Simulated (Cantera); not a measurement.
A closed system holds: 1 mol SiCl₄, 1.4 mol H₂, 1.4 mol HCl, equilibrated at 1052 °C and 0.620 bar.

Equilibrium computed with Cantera from the NASA thermochemical tables; the gas is ideal and each condensed phase is pure. Candidate condensed phases: Si; 19 gas species. The tables' values for SiCl₃ are old estimates; treat these amounts as uncertain. Rates play no part.

Base state: HCl 0.390, H₂ 0.348, SiCl₄ 0.239, SiHCl₃ 0.0109, SiCl₃ 0.00941, SiCl₂ 0.00201, SiH₂Cl₂ 7.15e-5 (mole fractions); condensed: gas only.

Problem. What changes in the equilibrium state with this change: SiCl₄ replaced by Si?

Solution. 
| species | before | after |
|---|---|---|
| H₂ | 0.348 | 0.771 |
| HCl | 0.390 | 0.0855 |
| SiCl₄ | 0.239 | 0.0667 |
| SiCl₂ | 0.00201 | 0.0260 |
| SiHCl₃ | 0.0109 | 0.0308 |
| SiCl₃ | 0.00941 | 0.0179 |
| SiH₃Cl | 1.32e-7 | 3.82e-5 |
| SiH₂Cl₂ | 7.15e-5 | 0.00204 |
| Si(s), mol | 0 | 0.638 |

Problem. What changes in the equilibrium state with this change: H₂ from 1.4 to 0.76 mol?

Solution. 
| species | before | after |
|---|---|---|
| HCl | 0.390 | 0.459 |
| SiCl₄ | 0.239 | 0.298 |
| H₂ | 0.348 | 0.226 |
| SiHCl₃ | 0.0109 | 0.00753 |
| SiH₂Cl₂ | 7.15e-5 | 2.73e-5 |
| SiCl₂ | 0.00201 | 0.00118 |
| SiCl₃ | 0.00941 | 0.00806 |
